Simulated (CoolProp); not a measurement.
Vapour pressure (MPa) of acetone: the reference equation beside estimates from Tc = 508.1 K, pc = 4.692 MPa, ω = 0.307.

Computed with CoolProp (reference Helmholtz-energy equation of state, Lemmon 2006). It is a short technical equation, of lower accuracy than the large ones.

| T (K) | reference | Lee-Kesler | Soave-Redlich-Kwong | Peng-Robinson |
|---|---|---|---|---|
| 293.7 | … | … | 0.02409 | 0.02493 |
| 311.9 | … | 0.05189 | 0.05225 | 0.05328 |
| 330 | 0.1040 | … | 0.1022 | 0.1031 |
| 348.2 | 0.1861 | 0.1850 | 0.1850 | 0.1850 |
| 366.3 | 0.3111 | 0.3122 | 0.3120 | 0.3101 |
| 384.5 | 0.4937 | 0.4984 | 0.4988 | 0.4938 |
| 402.6 | 0.7470 | 0.7563 | 0.7592 | 0.7497 |
| 420.8 | 1.091 | 1.104 | 1.113 | 1.098 |
| 439 | 1.542 | 1.559 | 1.577 | 1.556 |

Complete the blanks.


- 293.7, reference: 0.02528
- 293.7, Lee-Kesler: 0.02378
- 311.9, reference: 0.05392
- 330, Lee-Kesler: 0.1020

Absolute difference from the reference over all 9 rows, mean and median: Lee-Kesler 1.9 and 1.2 %, Soave-Redlich-Kwong 1.9 and 1.7 %, Peng-Robinson 0.7 and 0.6 %.
